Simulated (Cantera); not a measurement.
**Thermodynamics of nitride etching, feed Si3N4 + HF**

Feed: 1 mol Si3N4, 30 mol HF, equilibrated at 0.530 bar.

These are equilibrium values from Cantera (NASA tables, ideal gas, pure condensed phases), not measurements of a reactor. Candidate condensed phases: Si, Si3N4; 37 gas species. The tables' values for SiF3, SiF2 are old estimates; treat these amounts as uncertain. Kinetics and transport are ignored.

From 850 K to 2050 K nothing is condensed. The main Si-bearing gas is SiF4 throughout.

| T (K) | log p HF | log p H2 | log p SiF4 | log p N2 | log p SiF3 | log p H | log p SiHF3 |
|---|---|---|---|---|---|---|---|
| 850 | -0.48 | -0.96 | -1.26 | -1.44 | -11.47 | -11.17 | -8.66 |
| 1050 | -0.48 | -0.96 | -1.26 | -1.44 | -8.50 | -8.57 | -7.07 |
| 1250 | -0.48 | -0.96 | -1.26 | -1.44 | -6.49 | -6.80 | -5.99 |
| 1450 | -0.48 | -0.96 | -1.26 | -1.44 | -5.05 | -5.50 | -5.21 |
| 1650 | -0.48 | -0.96 | -1.26 | -1.44 | -3.96 | -4.52 | -4.62 |
| 1850 | -0.48 | -0.96 | -1.27 | -1.44 | -3.12 | -3.75 | -4.18 |
| 2050 | -0.48 | -0.97 | -1.29 | -1.44 | -2.48 | -3.13 | -3.84 |
log p: log10 of the partial pressure in bar; nothing condenses.
